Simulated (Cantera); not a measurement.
Boron, boron nitride and boron oxide: B₂O₃ + NH₃ + N₂

A closed system holds: 1 mol B₂O₃, 0.67 mol NH₃, 0.1 mol N₂, equilibrated at 1050 °C.

These are equilibrium values from Cantera (NASA tables, ideal gas, pure condensed phases), not measurements of a reactor. Candidate condensed phases: B, BN, B₂O₃, B₃O₃H₃, H₂O; 39 gas species. Mutual solubility and eutectic melting of coexisting phases are not modelled. Gases not in the tables: H₃BO₃. Rates play no part.

| P (Pa) | x H₂ | x N₂ | x HBO₂ | x H₂O | x B₂O₃ | n BN(s) | n B₂O₃(l) |
|---|---|---|---|---|---|---|---|
| 10 | 0.688 | 0.299 | 0.00543 | 0.000180 | 0.00349 | 0.00102 | 0.988 |
| 63 | 0.694 | 0.301 | 0.00295 | 0.000336 | 0.000554 | 0.00127 | 0.996 |
| 400 | 0.696 | 0.301 | 0.00160 | 0.000624 | 8.72e-5 | 0.00123 | 0.998 |
| 2500 | 0.696 | 0.302 | 0.000868 | 0.00115 | 1.40e-5 | 0.00148 | 0.999 |
| 16000 | 0.696 | 0.301 | 0.000467 | 0.00213 | 2.18e-6 | 0.00226 | 0.999 |
| 100000 | 0.695 | 0.301 | 0.000253 | 0.00392 | 3.49e-7 | 0.00388 | 0.998 |
x: gas mole fraction; n: condensed amount in mol.

From 10.0 Pa to 1.00 bar the condensed part is BN(s) + B₂O₃(l).
